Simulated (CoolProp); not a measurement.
C3F8 (R218) along the isobar 38.9 bar: fugacity coefficient from the reference equation and from simpler models built on Tc = 345.0 K, pc = 26.40 bar, ω = 0.317; each cubic takes its own stable root.

Model: reference Helmholtz-energy equation of state, Lemmon 2006, in CoolProp. It is a short technical equation, of lower accuracy than the large ones.

```csv
T (K),phase,reference,van der Waals,Redlich-Kwong,Soave-Redlich-Kwong,Peng-Robinson
281.8,liquid,0.1452,0.2908,0.1956,0.1494,0.1430
304.4,liquid,0.2475,0.3753,0.2956,0.2551,0.2437
327,liquid,0.3765,0.4633,0.4085,0.3871,0.3698
349.6,supercritical,0.5191,0.5503,0.5234,0.5289,0.5058
372.2,supercritical,0.6407,0.6297,0.6221,0.6457,0.6178
394.8,supercritical,0.7172,0.6914,0.6901,0.7222,0.6924
417.4,supercritical,0.7728,0.7366,0.7404,0.7793,0.7489
440,supercritical,0.8161,0.7722,0.7802,0.8244,0.7941
```
